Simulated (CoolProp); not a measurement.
Vapour-liquid equilibrium of propane (1) + neopentane (2) at 1.1 MPa; x and y are mole fractions of (1).

Values from CoolProp's multi-fluid Helmholtz-energy mixture model, Lemmon 2009 and Lemmon 2006; pair parameters Bell 2016.

Task: Give the bubble temperature and the first vapour's composition at x = 0.575, 0.8, 0.875. Is there an azeotrope?

Result: x = 0.575: 332.8 K, y = 0.809; x = 0.8: 315.8 K, y = 0.952; x = 0.875: 310.8 K, y = 0.976. No azeotrope shows between x = 0.05 and 0.95.

Pair parameters are fitted to limited data, so mixtures are less certain than the pure fluids.
